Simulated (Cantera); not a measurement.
Hydrocarbon pyrolysis for carbon deposition

A perfectly stirred reactor is fed with C₂H₄ : H₂ = 1 : 3.6 (molar parts), at 6800 Pa; it is held at 1773 K, and followed from long to short residence time.

Computed with Cantera and GRI-Mech 3.0 (53 species, 325 reactions). GRI-Mech 3.0 was tuned for natural gas; its chemistry of ethylene as a main component is partial and can be far from experiment. GRI-Mech 3.0 stops at C3 and has no aromatics, soot or wall deposition, so with more carbon than oxygen in the feed, carbon stays in small species such as C2H2 where larger ones or solid carbon would form.

```tsv
τ (s)	x C₂H₄	x H₂	x H	x CH₃	x C₂H₆
3.7	0.000316	0.820	0.000960	2.95e-5	1.94e-8
1.2	0.000403	0.820	0.000888	1.94e-5	1.68e-8
0.36	0.000800	0.820	0.000682	7.78e-6	2.41e-8
0.11	0.00301	0.820	0.000378	2.39e-6	6.75e-8
0.036	0.0130	0.819	0.000192	8.17e-7	1.88e-7
0.011	0.0473	0.813	0.000111	3.62e-7	4.42e-7
0.0036	0.108	0.802	7.92e-5	2.35e-7	7.37e-7
0.0011	0.171	0.791	5.35e-5	1.53e-7	7.63e-7
0.00035	0.203	0.785	2.58e-5	6.52e-8	3.84e-7
0.00011	0.213	0.783	8.79e-6	1.69e-8	1.05e-7
```
x: mole fraction; the columns are a selection and need not sum to one.
